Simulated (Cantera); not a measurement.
Mixture: H2 : O2 : N2 = 1 : 0.227 : 0.855 (molar parts), equivalence ratio 2.2, at 5.00 bar, adiabatic and at constant volume. Ignition delay is the time to a rise of 400 K.

Model: the H2/O2 subset of GRI-Mech 3.0, which has no nitrogen chemistry, integrated in Cantera. The hydrogen kinetics of GRI-Mech 3.0 are dated; newer H2 mechanisms differ, most at raised pressure. Below about 950 K walls govern HO2 and H2O2 in real vessels.

```csv
quantity,before,after
delay at 875 K,0.227 s,0.224 s
delay at 975 K,14.5 ms,14.6 ms
delay at 1075 K,0.971 ms,0.986 ms
delay at 1175 K,29.4 µs,39.7 µs
delay at 1275 K,8.82 µs,12.2 µs
delay at 1375 K,4.90 µs,6.83 µs
delay at 1475 K,3.24 µs,4.56 µs
apparent activation energy between 1275 and 1475 K,78 kJ/mol,77 kJ/mol
```

Name the change that produced these shifts.
(A) H2 1 to 2.4 parts
(B) pressure from 5.00 bar to 10.0 bar
(C) constant pressure in place of constant volume
(D) O2 0.227 to 0.15 parts

D, O2 0.227 to 0.15 parts
